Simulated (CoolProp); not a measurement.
A single-stage vapour-compression cycle with sulfur dioxide: evaporating at 300.15 K (dew point), condensing at 339.15 K (bubble point), superheat 8 K, subcooling 0 K, compressor efficiency 0.65, no pressure losses. Each further row changes one setting.

Values from CoolProp's reference Helmholtz-energy equation of state, Gao 2016.

| case | cooling COP | pressure ratio | discharge temperature (K) | refrigerating effect (kJ/kg) | volumetric capacity (kJ/m³) |
|---|---|---|---|---|---|
| as stated | 4.23 | 3.07 | 421.0 | 304 | 3410 |
| evaporating temperature 305.15 K | 5.02 | 2.61 | 409.3 | [?] | [?] |
| condensing temperature 334.15 K | 4.95 | 2.70 | 407.2 | 312 | 3490 |
| subcooling 5 K | 4.34 | 3.07 | 421.0 | 311 | 3490 |
| superheat 18 K | [?] | 3.07 | 434.3 | 311 | 3350 |
| compressor efficiency 0.55 | 3.58 | 3.07 | 438.0 | 304 | 3410 |

Some entries are withheld; supply them.


- evaporating temperature 305.15 K, refrigerating effect (kJ/kg): 306
- evaporating temperature 305.15 K, volumetric capacity (kJ/m³): 4000
- superheat 18 K, cooling COP: 4.17
